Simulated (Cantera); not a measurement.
Charge: 1 mol CF₄, 3.5 mol H₂, equilibrated at 2677 °C and 750 Torr.

Equilibrium computed with Cantera from the NASA thermochemical tables; the gas is ideal and each condensed phase is pure. Candidate condensed phases: C, C₆H₆, C₇H₈, C₈H₁₈; 95 gas species. Rates play no part.

Base state: HF 0.702, H₂ 0.220, H 0.0634, C₂H₂ (acetylene) 0.0118, F 0.00114, C₂H 0.000544, C₄H₂ 0.000265, C₃ 0.000181 (mole fractions); condensed: C(graphite).

Q: What changes in the equilibrium state with this change: temperature from 2677 °C to 2600 °C?

A: 
| species | before | after |
|---|---|---|
| HF | 0.702 | 0.708 |
| H₂ | 0.220 | 0.231 |
| H | 0.0634 | 0.0505 |
| C₂H₂ (acetylene) | 0.0118 | 0.00976 |
| C₂ | 1.82e-5 | 7.50e-6 |
| C₃ | 0.000181 | 7.57e-5 |
| C | 3.12e-5 | 1.43e-5 |
| CF | 0.000119 | 6.61e-5 |
| C(graphite), mol | 0.848 | 0.880 |

Q: What changes in the equilibrium state with this change: temperature from 2677 °C to 1575 °C?

A: 
```tsv
species	before	after
HF	0.702	0.727
H₂	0.220	0.272
H	0.0634	0.000277
C₂H₂ (acetylene)	0.0118	7.02e-5
C₂H	0.000544	<1e-9
C₃	0.000181	<1e-9
CF	0.000119	<1e-9
C(graphite), mol	0.848	0.999
```
